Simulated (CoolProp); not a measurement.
Model: reference Helmholtz-energy equation of state, Lemmon 2016, in CoolProp.

**Question.** Give the vapour pressure (MPa), vapour density (kg/m³), enthalpy of vaporisation (kJ/kg) of saturated R365MFC at 306.1 K.

**Answer.** 
```tsv
T (K)	p (MPa)	vapour density (kg/m³)	enthalpy of vaporisation (kJ/kg)
306.1	0.0775	4.69	192
```
